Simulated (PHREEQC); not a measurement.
Solution (20 °C): 0.32 mol NiSO4, 0.0021 mol NaOH and 0.008 mol HCl per kg of water. Closed to the air; pH follows from the charge balance.

The numbers come from PHREEQC with the ion-association model, wateq4f.dat.

Precipitation was switched off in this run.

Problem. What pH does the model give?

Solution. pH 2.91.

Problem. In which forms is Ni present?

Solution. NiSO4 56 %, Ni+2 43 % of the Ni.
